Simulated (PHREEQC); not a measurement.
HCl is added in steps, without added water, to 1 kg of water holding 0.076 mol KH2PO4, 0.22 mol NaOH and 0.0032 mol NaCl, at 12 °C. Oxygen is held at 0.21 atm. No CO2 enters from the air. The run lets Halite precipitate or redissolve, and no other solid.

Base run: PHREEQC, ion-association model, wateq4f.dat. Each further column changes one thing. The table gives HPO4-2 (mol/kgw).

| HCl added (mol) | base | NaCl from 0.0032 to 0.0048 mol/kgw | NaOH from 0.22 to 0.11 mol/kgw | diluted 10-fold with water | no solid may form |
|---|---|---|---|---|---|
| 0 | 0.00244 | 0.00244 | 0.0405 | 0.00258 | 0.00244 |
| 0.035 | 0.00443 | 0.00442 | 0.0682 | 4.82e-8 | 0.00443 |
| 0.0525 | 0.00695 | 0.00694 | 0.0522 | 1.14e-8 | 0.00695 |
| 0.0875 | 0.0222 | 0.0222 | 0.0203 | 3.06e-9 | 0.0222 |
| 0.105 | 0.0349 | 0.0349 | 0.00451 | 2.05e-9 | 0.0349 |
| 0.14 | 0.0633 | 0.0632 | 1.46e-6 | 1.15e-9 | 0.0633 |
| 0.175 | 0.0393 | 0.0392 | 2.77e-7 | 7.55e-10 | 0.0393 |
| 0.1925 | 0.0239 | 0.0239 | 1.43e-7 | 6.36e-10 | 0.0239 |
| 0.2275 | 1.05e-5 | 1.06e-5 | 5.11e-8 | 4.74e-10 | 1.05e-5 |
| 0.245 | 2.15e-6 | 2.15e-6 | 3.44e-8 | 4.17e-10 | 2.15e-6 |
| 0.28 | 3.83e-7 | 3.83e-7 | 1.84e-8 | 3.33e-10 | 3.83e-7 |

H3PO4, which wateq4f.dat lacks, is added to it with the constant of phreeqc.dat. Away from 25 °C the constants follow the database's enthalpies or fits; those with neither stay at their 25 °C values.
